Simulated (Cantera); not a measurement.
Feed: 1 mol SiH4, 3.8 mol NH3, equilibrated at 1.33 mbar.

Cantera equilibrium calculation (NASA polynomials, part measured and part estimated; ideal gas, pure solids and liquids). Candidate condensed phases: Si, Si3N4; 18 gas species. Gases not in the tables: Si2H6 and higher silanes. The numbers say what is thermodynamically allowed, not how fast it happens.

Which condensed phases are stable at each of these points (T (°C)): 777, 877, 977, 1077, 1177, 1277, 1377, 1477?


```
T (°C)  condensed phases  Si condensed (%)
------  ----------------  ----------------
777             Si3N4(s)             100.0
877             Si3N4(s)             100.0
977             Si3N4(s)             100.0
1077            Si3N4(s)             100.0
1177            Si3N4(s)             100.0
1277            Si3N4(s)             100.0
1377               Si(s)              99.8
1477               Si(l)              98.8
```

From 777 °C to 1277 °C the condensed part is Si3N4(s). At 1377 °C the condensed part is Si(s). At 1477 °C the condensed part is Si(l).
